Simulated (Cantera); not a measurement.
## Premixed flame

A freely propagating, adiabatic, planar premixed flame of CH4 : H2 : O2 : N2 : H2O : CO2 = 1 : 0.53 : 1.74 : 6.55 : 1.1 : 0.096 (molar parts), equivalence ratio 1.3, unburnt at 498 K and 101000 Pa; mixture-averaged transport, grid criteria slope 0.08 and curve 0.16, no radiation.

Detailed kinetics in Cantera: GRI-Mech 3.0 (53 species, 325 reactions). Burning velocities carry a grid error of a few per cent, more on coarse grids.

```json
[
 {"z (mm)": "-1.61", "T (K)": "499", "u (m/s)": "0.546", "x CH4": "0.0907", "x H2": "0.0484", "x O2": "0.158", "x H2O": "0.0999", "x C2H": "<1e-8", "x HCO": "<1e-8"},
 {"z (mm)": "-1.07", "T (K)": "504", "u (m/s)": "0.552", "x CH4": "0.0904", "x H2": "0.0488", "x O2": "0.158", "x H2O": "0.100", "x C2H": "<1e-8", "x HCO": "<1e-8"},
 {"z (mm)": "-0.805", "T (K)": "522", "u (m/s)": "0.572", "x CH4": "0.0894", "x H2": "0.0494", "x O2": "0.157", "x H2O": "0.103", "x C2H": "<1e-8", "x HCO": "<1e-8"},
 {"z (mm)": "-0.536", "T (K)": "622", "u (m/s)": "0.685", "x CH4": "0.0838", "x H2": "0.0505", "x O2": "0.150", "x H2O": "0.114", "x C2H": "<1e-8", "x HCO": "<1e-8"},
 {"z (mm)": "-0.268", "T (K)": "1052", "u (m/s)": "1.17", "x CH4": "0.0575", "x H2": "0.0524", "x O2": "0.114", "x H2O": "0.163", "x C2H": "<1e-8", "x HCO": "4.50e-7"},
 {"z (mm)": "-0.134", "T (K)": "1421", "u (m/s)": "1.60", "x CH4": "0.0320", "x H2": "0.0534", "x O2": "0.0759", "x H2O": "0.204", "x C2H": "<1e-8", "x HCO": "6.69e-6"},
 {"z (mm)": "0", "T (K)": "1748", "u (m/s)": "1.98", "x CH4": "0.00879", "x H2": "0.0524", "x O2": "0.0340", "x H2O": "0.244", "x C2H": "2.52e-7", "x HCO": "1.89e-5"},
 {"z (mm)": "0.134", "T (K)": "1894", "u (m/s)": "2.15", "x CH4": "0.00104", "x H2": "0.0489", "x O2": "0.0108", "x H2O": "0.263", "x C2H": "4.49e-7", "x HCO": "9.40e-6"},
 {"z (mm)": "0.268", "T (K)": "1934", "u (m/s)": "2.19", "x CH4": "8.90e-5", "x H2": "0.0472", "x O2": "0.00342", "x H2O": "0.268", "x C2H": "1.23e-7", "x HCO": "1.46e-6"},
 {"z (mm)": "0.536", "T (K)": "1959", "u (m/s)": "2.21", "x CH4": "9.62e-7", "x H2": "0.0476", "x O2": "0.000939", "x H2O": "0.268", "x C2H": "<1e-8", "x HCO": "1.11e-7"},
 {"z (mm)": "1.07", "T (K)": "1982", "u (m/s)": "2.23", "x CH4": "<1e-8", "x H2": "0.0482", "x O2": "0.000484", "x H2O": "0.269", "x C2H": "<1e-8", "x HCO": "6.99e-8"},
 {"z (mm)": "2.15", "T (K)": "2005", "u (m/s)": "2.25", "x CH4": "<1e-8", "x H2": "0.0483", "x O2": "0.000234", "x H2O": "0.270", "x C2H": "<1e-8", "x HCO": "4.73e-8"},
 {"z (mm)": "4.29", "T (K)": "2023", "u (m/s)": "2.27", "x CH4": "<1e-8", "x H2": "0.0484", "x O2": "8.88e-5", "x H2O": "0.272", "x C2H": "<1e-8", "x HCO": "2.86e-8"}
]
```
x: mole fraction of selected species; z is measured from the peak of heat release.

```
Property                      Value
------------------------  ---------
laminar burning velocity  54.5 cm/s
thermal thickness          0.536 mm
peak x(C2H)                 5.04e-7
peak x(HCO)                 1.91e-5
grid points                     145
```
